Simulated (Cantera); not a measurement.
Input (Python, Cantera):

```python
import numpy as np
import cantera as ct

gas = ct.Solution("h2o2.yaml")
gas.TPX = 1400, 100000, {'H2': 1.7, 'O2': 1, 'N2': 4}
reactor = ct.IdealGasConstPressureReactor(gas, energy="off", clone=False)
net = ct.ReactorNet([reactor])
net.rtol, net.atol = 1e-08, 1e-18
show = ['H2', 'O2', 'H2O2', 'H2O', 'H', 'HO2', 'OH']
times = np.geomspace(1e-06, 10, 12)

steps = ct.SolutionArray(gas, extra=["t"])
rows = []
print(f"{'t/s':>10s}{'T/K':>9s}{'P/Pa':>11s}" + "".join(f"{s:>11s}" for s in show))
for t in times:
    while net.time < t:
        t_next = net.step()
        steps.append(gas.state, t=t_next)
    rows.append([np.interp(t, steps.t, y) for y in (steps.T, steps.P, *steps(*show).X.T)])
    print(f"{t:10.3e}{rows[-1][0]:9.1f}{rows[-1][1]:11.4g}" + "".join(f"{x:11.3e}" for x in rows[-1][2:]))
rate = np.gradient(steps.T, steps.t)
print("integrator steps:", len(steps.t))
if steps.T.max() > steps.T[0] + 200:
    print(f"time of steepest temperature rise: {steps.t[rate.argmax()]:.4e} s")
gas.TPX = 1400, 100000, {'H2': 1.7, 'O2': 1, 'N2': 4}
gas.equilibrate("TP")
print(f"equilibrium (TP): T = {gas.T:.1f} K  " + "  ".join(f"{s} {gas[s].X[0]:.3e}" for s in show))
```

It prints:

```
       t/s      T/K       P/Pa         H2         O2       H2O2        H2O          H        HO2         OH
 1.000e-06   1400.0      1e+05  2.537e-01  1.493e-01  2.308e-10  2.306e-08  7.821e-08  6.761e-08  7.800e-09
 4.329e-06   1400.0      1e+05  2.537e-01  1.493e-01  4.459e-09  1.810e-06  1.740e-06  3.634e-07  2.089e-07
 1.874e-05   1400.0      1e+05  1.487e-01  1.038e-01  3.225e-06  7.582e-02  5.448e-02  5.764e-05  6.721e-03
 8.111e-05   1400.0      1e+05  1.200e-02  3.088e-02  4.763e-06  2.690e-01  7.263e-03  3.322e-05  3.881e-03
 3.511e-04   1400.0      1e+05  1.076e-03  2.587e-02  1.249e-06  2.887e-01  1.414e-04  1.263e-05  9.289e-04
 1.520e-03   1400.0      1e+05  6.706e-05  2.561e-02  1.968e-07  2.904e-01  2.384e-06  1.352e-06  2.446e-04
 6.579e-03   1400.0      1e+05  6.329e-06  2.562e-02  3.325e-08  2.905e-01  8.680e-08  1.487e-07  8.586e-05
 2.848e-02   1400.0      1e+05  1.334e-06  2.563e-02  8.457e-09  2.906e-01  9.196e-09  4.077e-08  4.063e-05
 1.233e-01   1400.0      1e+05  8.303e-07  2.563e-02  5.235e-09  2.906e-01  4.490e-09  3.189e-08  3.122e-05
 5.337e-01   1400.0      1e+05  8.255e-07  2.563e-02  5.202e-09  2.906e-01  4.449e-09  3.181e-08  3.111e-05
 2.310e+00   1400.0      1e+05  8.255e-07  2.563e-02  5.202e-09  2.906e-01  4.449e-09  3.181e-08  3.111e-05
 1.000e+01   1400.0      1e+05  8.255e-07  2.563e-02  5.202e-09  2.906e-01  4.449e-09  3.181e-08  3.111e-05
integrator steps: 1750
equilibrium (TP): T = 1400.0 K  H2 8.255e-07  O2 2.563e-02  H2O2 5.202e-09  H2O 2.906e-01  H 4.449e-09  HO2 3.181e-08  OH 3.111e-05
```

Computed with Cantera and the H2/O2 subset of GRI-Mech 3.0, which has no nitrogen chemistry. The temperature is held fixed by assumption; the heat of reaction is taken as removed at once.
